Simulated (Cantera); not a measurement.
An adiabatic, constant-pressure homogeneous reactor starts with 8.60 % CO, 1.63 % H₂, 2.67 % CH₄, 17.4 % O₂, 65.4 % N₂, 4.30 % H₂O, at 1150 K and 101000 Pa.

Model: GRI-Mech 3.0 (53 species, 325 reactions), integrated in Cantera.

One state of this run: T (K) = 2358; x CO = 0.00678; x H₂ = 0.00119; x CH₄ = <1e-12; x C₂H₆ = <1e-12; x C₂H₂ = <1e-12. x: mole fraction; the columns are a selection and need not sum to one.

### Question
Which value of t (s) does it belong to?
A. 9.20e-6
B. 0.00717
C. 3.03e-6
D. 0.000779

### Answer
B, 0.00717
